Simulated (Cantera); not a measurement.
Charge: 1 mol HMDSO, 20 mol CO₂, at 0.190 bar.

Method: chemical equilibrium by Gibbs-energy minimisation in Cantera with the NASA 1993 tables (ideal gas, pure condensed phases). Candidate condensed phases: C, C₆H₆, C₇H₈, C₈H₁₈, H₂O, Si, SiC, SiO₂; 123 gas species. The feed counts by its element totals alone. The tables hold silica as quartz up to 1696 K and as liquid above; real silica turns to tridymite and cristobalite and melts near 1996 K. Rates play no part. All values below are at 877 °C.

Base state: CO 0.517, CO₂ 0.226, H₂ 0.169, H₂O 0.0880 (mole fractions); condensed: SiO₂(β-quartz).

Question: What changes in the equilibrium state with this change: CO₂ from 20 to 3.6 mol?

Answer: 
```
species               before     after
-------------------  -------  --------
H₂                     0.169     0.679
CO                     0.517     0.316
CH₄                  1.12e-6   0.00205
CO₂                    0.226  0.000750
H₂O                   0.0880   0.00191
SiO₂(β-quartz), mol     2.00      2.00
C(graphite), mol           0      5.41
```
